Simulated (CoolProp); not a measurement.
Vapour-liquid equilibrium of R22 (1) + benzene (2) at 330.2 K; x and y are mole fractions of (1).

Values from CoolProp's multi-fluid Helmholtz-energy mixture model, Kamei 1995 and Thol 2012; pair parameters Bell 2016.

| x | bubble pressure (bar) | y at the bubble point | dew pressure at overall composition x (bar) | liquid density (mol/L) |
|---|---|---|---|---|
| 0.05 | 1.667 | 0.720 | 0.4950 | 10.87 |
| 0.125 | 3.279 | 0.860 | 0.5375 | 11.07 |
| 0.2 | 4.756 | 0.906 | 0.5879 | 11.28 |
| 0.275 | 6.170 | 0.930 | 0.6487 | 11.48 |
| 0.35 | 7.572 | 0.945 | 0.7234 | 11.68 |
| 0.425 | 8.998 | 0.956 | 0.8174 | 11.87 |
| 0.5 | 10.48 | 0.965 | 0.9394 | 12.06 |
| 0.575 | 12.02 | 0.972 | 1.104 | 12.23 |
| 0.65 | 13.65 | 0.978 | 1.338 | 12.37 |
| 0.725 | 15.37 | 0.983 | 1.697 | 12.48 |
| 0.8 | 17.17 | 0.988 | 2.319 | 12.54 |
| 0.875 | 19.09 | 0.992 | 3.642 | 12.52 |
| 0.95 | 21.19 | 0.997 | 8.134 | 12.35 |

No azeotrope shows between x = 0.05 and 0.95.

Pair parameters are fitted to limited data, so mixtures are less certain than the pure fluids. The gap from Raoult's law changes sign with composition, which may be real or a fault of the pair parameters; it wasn't checked against measurements.
